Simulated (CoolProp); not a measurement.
Vapour pressure (kPa) of tetradecamethylhexasiloxane (MD4M): the reference equation beside estimates from Tc = 380.0 °C, pc = 828.6 kPa, ω = 0.800. Clausius-Clapeyron is anchored at 145.55 °C with a constant enthalpy of vaporisation of 61.87 kJ/mol.

Computed with CoolProp (reference Helmholtz-energy equation of state, Thol 2019).

```
T (°C)  reference  Lee-Kesler  Clausius-Clapeyron  van der Waals  Redlich-Kwong  Soave-Redlich-Kwong
------  ---------  ----------  ------------------  -------------  -------------  -------------------
135.75      1.979       2.105               1.996          91.55          26.13                2.085
145.55      3.056       3.191               3.056          104.3          32.88           (withheld)
155.25      4.569       4.702               4.569          118.1          40.76                4.691
165.05      6.687       6.801               6.739          133.2          50.07                6.805
174.75      9.526       9.597               9.734          149.4          60.72                9.631
184.45      13.29       13.29               13.84          166.8          72.93                13.37
194.25      18.24       18.13               19.47          185.6          86.98                18.29
203.95      24.51  (withheld)               26.91          205.6          102.7                24.53
213.75      32.49       32.05          (withheld)          227.2          120.5                32.50
223.45      42.31       41.64          (withheld)          249.9          140.2                42.33
233.15      54.34       53.40               66.15          274.0          162.0                54.42
242.95      69.07  (withheld)               87.45          299.8          186.4                69.28
252.65      86.58       84.99               114.1          326.8          212.9                87.01
262.35      107.4       105.4               147.4          355.3          241.9                108.1
```

Q: Complete the blanks.

A: 
- 145.55, Soave-Redlich-Kwong: 3.173
- 203.95, Lee-Kesler: 24.25
- 213.75, Clausius-Clapeyron: 36.83
- 223.45, Clausius-Clapeyron: 49.65
- 242.95, Lee-Kesler: 67.83

Absolute difference from the reference over all 14 rows, mean and median: Lee-Kesler 2.0 and 1.7 %, Clausius-Clapeyron 12.3 and 8.3 %, van der Waals 1345.1 and 828.2 %, Redlich-Kwong 461.5 and 347.9 %, Soave-Redlich-Kwong 1.2 and 0.5 %.
